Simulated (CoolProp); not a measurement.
A Linde-Hampson liquefier for carbon monoxide: isothermal reversible compression at 230 K from 1 atm to 20 MPa, throttling to 1 atm, return gas leaving the recuperator 2 K below the feed. Each further row changes one setting.

The numbers come from the reference Helmholtz-energy equation of state, Lemmon 2006 in CoolProp. It is a short technical equation, of lower accuracy than the large ones.

```json
[
 {"case": "as stated", "liquid yield per pass": "0.175", "compression work (kJ/kg of gas)": "348"},
 {"case": "high pressure 40 MPa", "liquid yield per pass": "…", "compression work (kJ/kg of gas)": "399"},
 {"case": "warm-end temperature 260 K", "liquid yield per pass": "…", "compression work (kJ/kg of gas)": "…"},
 {"case": "warm-end gap 7 K", "liquid yield per pass": "0.163", "compression work (kJ/kg of gas)": "348"}
]
```

Task: What belongs in the gaps?

Result: 
- high pressure 40 MPa, liquid yield per pass: 0.204
- warm-end temperature 260 K, liquid yield per pass: 0.124
- warm-end temperature 260 K, compression work (kJ/kg of gas): 401
